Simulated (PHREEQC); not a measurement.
0.41 g of hydrous ferric oxide (600 m²/g; 0.2 weak and 0.005 strong sites per Fe, Dzombak-Morel constants, diffuse double layer) in 1 kg of water with 0.005 mol/kgw of an inert sodium salt and 3.5e-06 mol Na2HAsO4 and 2e-05 mol Na2SO4, at 25 °C; the pH is set by adding NaOH or the inert anion's acid. Oxygen is held at 0.21 atm. The system is closed to CO2. Precipitation was switched off in this run.

The numbers come from PHREEQC with the ion-association model, wateq4f.dat.

| pH | As sorbed (%) | S sorbed (%) | surface charge σ (C/m²) | surface potential ψ (mV) |
|---|---|---|---|---|
| 3 | 100.0 | 100.0 | 0.291 | 212 |
| 3.38 | 100.0 | 100.0 | 0.248 | 206 |
| 3.75 | 100.0 | 100.0 | 0.204 | 198 |
| 4.12 | 100.0 | 100.0 | 0.162 | 187 |
| 4.5 | 100.0 | 100.0 | 0.125 | 174 |
| 4.88 | 100.0 | 99.9 | 0.093 | 159 |
| 5.25 | 100.0 | 99.6 | 0.069 | 144 |
| 5.62 | 100.0 | 98.5 | 0.050 | 127 |
| 6 | 100.0 | 94.3 | 0.035 | 109 |
| 6.38 | 100.0 | 79.5 | 0.024 | 90 |
| 6.75 | 100.0 | 48.6 | 0.016 | 72 |
| 7.12 | 100.0 | 18.0 | 0.010 | 53 |
| 7.5 | 100.0 | 4.3 | 0.006 | 33 |
| 7.88 | 100.0 | 0.8 | 0.002 | 12 |
| 8.25 | 100.0 | 0.2 | -0.001 | -9 |
| 8.62 | 99.8 | 0.0 | -0.005 | -30 |
| 9 | 99.2 | 0.0 | -0.010 | -51 |

The oxide is taken as insoluble; below pH 4 it would dissolve.
